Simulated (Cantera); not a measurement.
Cantera run, input and output.

```python
import numpy as np
import cantera as ct

gas = ct.Solution("gri30.yaml")
gas.TPX = 2075, 120000, {'NO': 1, 'N2': 11}
reactor = ct.IdealGasConstPressureReactor(gas, energy="off", clone=False)
net = ct.ReactorNet([reactor])
net.rtol, net.atol = 1e-08, 1e-18
show = ['NO', 'N2', 'NO2', 'O', 'N2O']
times = np.geomspace(1e-06, 60, 11)

steps = ct.SolutionArray(gas, extra=["t"])
rows = []
print(f"{'t/s':>10s}{'T/K':>9s}{'P/Pa':>11s}" + "".join(f"{s:>11s}" for s in show))
for t in times:
    while net.time < t:
        t_next = net.step()
        steps.append(gas.state, t=t_next)
    rows.append([np.interp(t, steps.t, y) for y in (steps.T, steps.P, *steps(*show).X.T)])
    print(f"{t:10.3e}{rows[-1][0]:9.1f}{rows[-1][1]:11.4g}" + "".join(f"{x:11.3e}" for x in rows[-1][2:]))
rate = np.gradient(steps.T, steps.t)
print("integrator steps:", len(steps.t))
if steps.T.max() > steps.T[0] + 200:
    print(f"time of steepest temperature rise: {steps.t[rate.argmax()]:.4e} s")
gas.TPX = 2075, 120000, {'NO': 1, 'N2': 11}
gas.equilibrate("TP")
print(f"equilibrium (TP): T = {gas.T:.1f} K  " + "  ".join(f"{s} {gas[s].X[0]:.3e}" for s in show))
```

It prints:

```
       t/s      T/K       P/Pa         NO         N2        NO2          O        N2O
 1.000e-06   2075.0    1.2e+05  8.333e-02  9.167e-01  7.276e-11  1.633e-08  1.633e-08
 5.995e-06   2075.0    1.2e+05  8.333e-02  9.167e-01  2.469e-09  9.697e-08  9.677e-08
 3.594e-05   2075.0    1.2e+05  8.333e-02  9.167e-01  6.529e-08  5.686e-07  5.424e-07
 2.155e-04   2075.0    1.2e+05  8.333e-02  9.167e-01  9.189e-07  3.876e-06  2.243e-06
 1.292e-03   2075.0    1.2e+05  8.328e-02  9.167e-01  7.203e-06  2.651e-05  3.567e-06
 7.746e-03   2075.0    1.2e+05  8.294e-02  9.168e-01  1.276e-05  4.693e-05  3.554e-06
 4.644e-02   2075.0    1.2e+05  8.087e-02  9.179e-01  1.546e-05  5.784e-05  3.386e-06
 2.784e-01   2075.0    1.2e+05  6.771e-02  9.244e-01  2.339e-05  1.028e-04  2.426e-06
 1.669e+00   2075.0    1.2e+05  1.925e-02  9.486e-01  1.260e-05  1.925e-04  4.435e-07
 1.001e+01   2075.0    1.2e+05  4.474e-03  9.560e-01  3.235e-06  2.122e-04  3.017e-07
 6.000e+01   2075.0    1.2e+05  4.470e-03  9.560e-01  3.233e-06  2.122e-04  3.017e-07
integrator steps: 881
equilibrium (TP): T = 2075.0 K  NO 4.470e-03  N2 9.560e-01  NO2 3.233e-06  O 2.122e-04  N2O 3.017e-07
```

Computed with Cantera and GRI-Mech 3.0 (53 species, 325 reactions).
